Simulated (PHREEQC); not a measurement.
# Brine (model solution)

Dissolve 1.7 mol/kgw LiCl at 25 °C. Closed to the air; pH follows from the charge balance.

Equilibrium calculation in PHREEQC: Pitzer model, pitzer.dat.

This is a speciation only: nothing precipitates in the calculation.

Problem. What activity of water does the model give?

Solution. activity of water 0.935.
